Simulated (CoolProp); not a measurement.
R407C at 293.15 K and 0.27 MPa flows at 10 m/s in a round tube of 100 mm bore and 0.25 µm roughness, fully developed (64/Re and Nu = 3.66 if laminar; Colebrook and Gnielinski if turbulent). Each further row changes one setting.

Values from CoolProp's reference Helmholtz-energy equation of state, Lemmon 2003. It is a pseudo-pure fit of the blend.

```csv
case,Reynolds number,Darcy friction factor,pressure drop (Pa/m),heat-transfer coefficient (W/(m² K)),mass flow (kg/h)
as stated,(withheld),0.0121,(withheld),(withheld),(withheld)
velocity 20 m/s,1660000,(withheld),216,250,(withheld)
diameter 200 mm,1660000,0.0107,26.9,(withheld),(withheld)
```

Question: Some entries are withheld; supply them.

Answer: 
- as stated, Reynolds number: 832000
- as stated, pressure drop (Pa/m): 60.5
- as stated, heat-transfer coefficient (W/(m² K)): 140
- as stated, mass flow (kg/h): 2830
- velocity 20 m/s, Darcy friction factor: 0.0108
- velocity 20 m/s, mass flow (kg/h): 5670
- diameter 200 mm, heat-transfer coefficient (W/(m² K)): 124
- diameter 200 mm, mass flow (kg/h): 11300

Viscosity comes from a separate model (Geller 2000). Thermal conductivity comes from a separate model (Geller 2001).
